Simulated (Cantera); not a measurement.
An adiabatic, constant-volume homogeneous reactor starts with 3.98 % CH4, 4.78 % CO, 19.2 % O2, 72.1 % N2, equivalence ratio 0.54, at 1348 K and 48000 Pa.

Detailed kinetics in Cantera: GRI-Mech 3.0 (53 species, 325 reactions).

Problem. Predict: time of steepest temperature rise; temperature at 3.00 s; equilibrium temperature; x(CO) at 3.00 s; x(O2) at 3.00 s; x(O) at 3.00 s.

Solution. time of steepest temperature rise: 6.60 ms
temperature at 3.00 s: 2547 K
equilibrium temperature: 2547 K
x(CO) at 3.00 s: 0.0130 (gas-phase equilibrium 0.0130)
x(O2) at 3.00 s: 0.0835 (gas-phase equilibrium 0.0835)
x(O) at 3.00 s: 0.00557 (gas-phase equilibrium 0.00557)
